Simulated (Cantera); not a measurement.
## Silicon oxide and oxynitride deposition: SiH4 + N2O + N2

Feed: 1 mol SiH4, 6.6 mol N2O, 14 mol N2, equilibrated at 0.520 bar.

These are equilibrium values from Cantera (NASA tables, ideal gas, pure condensed phases), not measurements of a reactor. Candidate condensed phases: H2O, Si, SiO2, Si2N2O, Si3N4; 35 gas species. Rates play no part.

```csv
T (K),x N2,x H2O,x O2,x NO,x NO2,x OH,x HNO2,x N2O,n SiO2(α-quartz),n SiO2(β-quartz)
698,0.862,0.0837,0.0544,1.43e-7,5.84e-8,1.91e-11,2.26e-10,1.43e-11,1.00,0
748,0.862,0.0837,0.0544,4.10e-7,8.56e-8,1.23e-10,3.69e-10,3.67e-11,1.00,0
798,0.862,0.0837,0.0544,1.03e-6,1.20e-7,6.31e-10,5.68e-10,8.39e-11,1.00,0
848,0.862,0.0837,0.0544,2.32e-6,1.61e-7,2.67e-9,8.33e-10,1.74e-10,0,1.00
898,0.862,0.0837,0.0544,4.78e-6,2.09e-7,9.60e-9,1.17e-9,3.34e-10,0,1.00
948,0.862,0.0837,0.0544,9.11e-6,2.65e-7,3.02e-8,1.60e-9,5.98e-10,0,1.00
998,0.862,0.0837,0.0544,1.63e-5,3.27e-7,8.49e-8,2.11e-9,1.01e-9,0,1.00
1048,0.862,0.0837,0.0544,2.75e-5,3.97e-7,2.16e-7,2.73e-9,1.63e-9,0,1.00
```
x: gas mole fraction; n: condensed amount in mol.

From 698 K to 798 K the condensed part is SiO2(α-quartz). From 848 K to 1048 K the condensed part is SiO2(β-quartz).
